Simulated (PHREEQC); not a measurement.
Make-up at 25 °C: 0.091 mol/kgw CuSO4, 0.00078 mol/kgw MgSO4, 0.00027 mol/kgw HCl and 0.018 mol/kgw Na2SO4. Closed to the air; pH follows from the charge balance.

Computed with PHREEQC (ion-association model, wateq4f.dat).

```
Property                  Value
----------------  -------------
pH                         4.10
ionic strength    0.230 mol/kgw
total alkalinity  -0.270 meq/kg
```

```
species  molality  activity   log γ
-------  --------  --------  ------
SO4-2      0.0604    0.0168  -0.556
CuSO4      0.0460    0.0485   0.023
Cu+2       0.0450    0.0141  -0.503
Na+        0.0332    0.0245  -0.133
NaSO4-    0.00279   0.00206  -0.132
MgSO4    0.000432  0.000455   0.023
Mg+2     0.000348  0.000116  -0.478
Cl-      0.000260  0.000182  -0.154
HSO4-    0.000181  0.000130  -0.143
```

This is a speciation only: nothing precipitates in the calculation. Examples of supersaturated solids here: Antlerite, Brochantite. Others may be too.
